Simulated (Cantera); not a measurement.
Charge: 1 mol Si, 1 mol CO2, 1.3 mol CO, at 12.0 bar.

These are equilibrium values from Cantera (NASA tables, ideal gas, pure condensed phases), not measurements of a reactor. Candidate condensed phases: C, Si, SiC, SiO2; 20 gas species. The tables hold silica as quartz up to 1696 K and as liquid above; real silica turns to tridymite and cristobalite and melts near 1996 K. Kinetics and transport are ignored.

x: gas mole fraction; n: condensed amount in mol.

| T (K) | x CO | x CO2 | x SiO | x Si | x SiO2 | x C3O2 | n C(graphite) | n SiO2(α-quartz) | n SiO2(β-quartz) | n SiO2(condensed) |
|---|---|---|---|---|---|---|---|---|---|---|
| 723 | 0.00727 | 0.993 | <1e-12 | <1e-12 | <1e-12 | <1e-12 | 1.65 | 1.00 | 0 | 0 |
| 923 | 0.150 | 0.850 | <1e-12 | <1e-12 | <1e-12 | <1e-12 | 1.60 | 0 | 1.00 | 0 |
| 1123 | 0.672 | 0.328 | <1e-12 | <1e-12 | <1e-12 | 3.17e-12 | 1.32 | 0 | 1.00 | 0 |
| 1323 | 0.957 | ___ | ___ | <1e-12 | <1e-12 | ___ | 1.05 | 0 | 1.00 | 0 |
| 1523 | 0.994 | ___ | ___ | <1e-12 | <1e-12 | ___ | 1.01 | 0 | 1.00 | 0 |
| 1723 | 0.999 | 0.00145 | 7.44e-6 | 2.31e-12 | 8.04e-11 | 1.14e-9 | 1.00 | 0 | 0 | 1.000 |
| 1923 | 0.999 | 0.000449 | 0.000887 | 6.62e-9 | 5.34e-9 | 3.16e-9 | 0.999 | 0 | 0 | 0.999 |

Problem. Fill in the missing entries.

Solution. 
- 1323, x CO2: 0.0434
- 1323, x SiO: 5.01e-12
- 1323, x C3O2: 5.70e-11
- 1523, x CO2: 0.00644
- 1523, x SiO: 1.58e-8
- 1523, x C3O2: 3.15e-10
